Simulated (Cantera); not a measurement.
Mixture: H₂ : O₂ : N₂ = 1 : 0.602 : 2.27 (molar parts), equivalence ratio 0.83, at 28500 Torr, adiabatic and at constant volume. Ignition delay is the time to a rise of 400 K.

Model: the H2/O2 subset of GRI-Mech 3.0, which has no nitrogen chemistry, integrated in Cantera. The hydrogen kinetics of GRI-Mech 3.0 are dated; newer H2 mechanisms differ, most at raised pressure. The pressure lies above the range GRI-Mech 3.0 was tuned for (to about 10 atm).

Task: At T0 = 1523 K, what is the delay, and which 8 reactions control it most (d ln τ / d ln k, from doubling and halving each rate constant)?

Result: The delay is 0.630 µs.
```
reaction                  d ln τ / d ln k   faster rate
------------------------  ---------------  ------------
H + O2 <=> O + OH                   -1.50   shortens it
H + O2 + N2 <=> HO2 + N2             0.67  lengthens it
H + O2 + M <=> HO2 + M               0.52  lengthens it
H2 + O <=> H + OH                   -0.19   shortens it
H2 + OH <=> H + H2O                 -0.14   shortens it
H + O2 + O2 <=> HO2 + O2             0.14  lengthens it
H + HO2 <=> 2 OH                    -0.13   shortens it
H + H2O2 <=> H2 + HO2               -0.05   shortens it
```
